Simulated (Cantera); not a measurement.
A Cantera script and its output.

```python
import numpy as np
import cantera as ct

gas = ct.Solution("gri30.yaml")
gas.TPX = 2075, 13332, {'CH4': 0.021, 'H2': 1, 'H': 0.12, 'H2O': 0.058}
inlet = ct.Reservoir(gas, clone=True)

reactor = ct.IdealGasConstPressureReactor(gas, energy="off", clone=False)
exhaust = ct.Reservoir(gas, clone=True)
tau = [6.2, 1.9, 0.57, 0.18, 0.053, 0.016, 0.005, 0.0015, 0.00046, 0.00014][0]
for a, b in ((inlet, reactor), (reactor, exhaust)):
    ct.MassFlowController(a, b, mdot=lambda t: reactor.mass / tau)
net = ct.ReactorNet([reactor])
show = ['CH4', 'H2', 'H', 'CH3', 'C2H', 'C2H4', 'C2H6']

rows = []
print(f"{'tau/s':>10s}{'T/K':>9s}" + "".join(f"{s:>11s}" for s in show))
for tau in [6.2, 1.9, 0.57, 0.18, 0.053, 0.016, 0.005, 0.0015, 0.00046, 0.00014]:
    net.initial_time = 0.0
    net.advance(30 * tau)
    before = gas.X
    net.advance(40 * tau)
    drift = np.max(np.abs(gas.X - before) / (gas.X + 1e-9))
    rows.append([gas.T, *gas[show].X, drift])
    print(f"{tau:10.3e}{gas.T:9.1f}" + "".join(f"{x:11.3e}" for x in gas[show].X))
```

Result:

```
     tau/s      T/K        CH4         H2          H        CH3        C2H       C2H4       C2H6
 6.200e+00   2075.0  1.157e-04  9.436e-01  7.445e-03  1.775e-05  3.371e-09  1.561e-08  1.921e-10
 1.900e+00   2075.0  2.971e-04  9.430e-01  7.701e-03  4.718e-05  2.281e-08  1.034e-07  1.318e-09
 5.700e-01   2075.0  6.533e-04  9.417e-01  8.126e-03  1.095e-04  1.099e-07  4.905e-07  6.774e-09
 1.800e-01   2075.0  1.145e-03  9.392e-01  8.937e-03  2.115e-04  3.287e-07  1.460e-06  2.318e-08
 5.300e-02   2075.0  1.677e-03  9.352e-01  1.085e-02  3.766e-04  7.374e-07  3.252e-06  6.134e-08
 1.600e-02   2075.0  1.954e-03  9.297e-01  1.498e-02  6.062e-04  1.360e-06  5.663e-06  1.157e-07
 5.000e-03   2075.0  1.889e-03  9.213e-01  2.270e-02  8.879e-04  2.362e-06  8.508e-06  1.611e-07
 1.500e-03   2075.0  1.754e-03  9.089e-01  3.471e-02  1.254e-03  4.017e-06  1.242e-05  2.037e-07
 4.600e-04   2075.0  1.892e-03  8.951e-01  4.754e-02  1.822e-03  6.007e-06  1.966e-05  3.061e-07
 1.400e-04   2075.0  2.475e-03  8.822e-01  5.891e-02  2.851e-03  7.388e-06  3.505e-05  5.927e-07
```

Cantera simulation using GRI-Mech 3.0 (53 species, 325 reactions); the numbers are that mechanism's predictions, not measurements.
